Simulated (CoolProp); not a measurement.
The numbers come from the reference Helmholtz-energy equation of state, de Reuck 1993 in CoolProp.

Problem. For methanol, give the phase and the density (kg/m³), cv (kJ/(kg K)), Joule-Thomson coefficient (K/MPa), isothermal compressibility (1/MPa) at 327.8 K and 31.8 bar; 336.3 K and 31.8 bar; 344.7 K and 31.8 bar.

Solution. 
- 327.8 K and 31.8 bar: liquid; density 762, cv 2.28, Joule-Thomson coefficient -0.283, isothermal compressibility 0.00148
- 336.3 K and 31.8 bar: liquid; density 753, cv 2.33, Joule-Thomson coefficient -0.268, isothermal compressibility 0.00158
- 344.7 K and 31.8 bar: liquid; density 745, cv 2.39, Joule-Thomson coefficient -0.252, isothermal compressibility 0.00169
